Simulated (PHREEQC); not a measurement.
1 kg of water holding 0.44 mol Na2CO3, 0.28 mol Na2SO4 and 0.0047 mol NaOH is evaporated at 25 °C; the solids stay in contact with the brine. The system is closed to CO2. Solids allowed: Burkeite, Mirabilite, Nahcolite, Natron, Thenardite, Trona. Others were left out.

Model: Pitzer model, pitzer.dat, run in PHREEQC.

Predict ionic strength at water left (kg) = 0.6755, 0.3751.


```csv
water left (kg),ionic strength
0.6755,3.20
0.3751,5.77
```
